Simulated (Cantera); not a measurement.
Feed: 1 mol AlCl₃, 1.4 mol N₂, a varied amount of H₂, 0.92 mol HCl, at 1330 Pa.

Method: chemical equilibrium by Gibbs-energy minimisation in Cantera with the NASA 1993 tables (ideal gas, pure condensed phases). Candidate condensed phases: Al, AlCl₃, AlN, NH₄Cl; 20 gas species. The tables' values for AlCl₂ are old estimates. Equilibrium is a limit: real reactors are often held back by kinetics, nucleation or transport.

What condenses at these points (T in K, n(H₂) in mol): (1325, 160); (1625, 4.6); (1525, 4.6); (1825, 4.6); (1125, 1.9)?


| T (K) | n(H₂) in mol | condensed phases | Al condensed (%) |
|---|---|---|---|
| 1325 | 160 | AlN | 69.0 |
| 1625 | 4.6 | gas only | 0.0 |
| 1525 | 4.6 | gas only | 0.0 |
| 1825 | 4.6 | gas only | 0.0 |
| 1125 | 1.9 | gas only | 0.0 |
